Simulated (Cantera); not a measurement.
An isothermal, constant-pressure homogeneous reactor starts with CH₄ : N₂ = 4.2 : 52 (molar parts), at 1900 K and 0.0930 bar.

Detailed kinetics in Cantera: GRI-Mech 3.0 (53 species, 325 reactions). GRI-Mech 3.0 stops at C3 and has no aromatics, soot or wall deposition, so with more carbon than oxygen in the feed, carbon stays in small species such as C2H2 where larger ones or solid carbon would form.

Question: Predict: x(CH₄) at 10.0 s; x(C₂H₂) at 10.0 s; x(H) at 10.0 s; x(CH₂) at 10.0 s.

Answer: 
```
Quantity                                               Value
-----------------  -----------------------------------------
x(CH₄) at 10.0 s     1.10e-5 (gas-phase equilibrium 7.98e-6)
x(C₂H₂) at 10.0 s     0.0347 (gas-phase equilibrium 0.00804)
x(H) at 10.0 s     0.000844 (gas-phase equilibrium 0.000845)
x(CH₂) at 10.0 s     1.77e-8 (gas-phase equilibrium 1.28e-8)
```
